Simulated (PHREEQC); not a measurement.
Make-up at 20 °C: 0.0077 mol/kgw NH4Br. Closed to the air; pH follows from the charge balance.

The numbers come from PHREEQC with the ion-association model, wateq4f.dat.

```tsv
quantity	before	after
pH	5.79	5.74
ionic strength (mol/kgw)	0.00770	0.0216
NH3 (mol/kgw)	1.74e-6	2.78e-6
```

Problem. What was changed between the two runs?
A) diluted 5-fold with water
B) NH4Br replaced by (NH4)2SO4 at the same molality
C) NH4Br from 0.0077 to 0.0385 mol/kgw
D) temperature from 20 to 30 °C
E) diluted 100-fold with water

Solution. B, NH4Br replaced by (NH4)2SO4 at the same molality

This is a speciation only: nothing precipitates in the calculation.
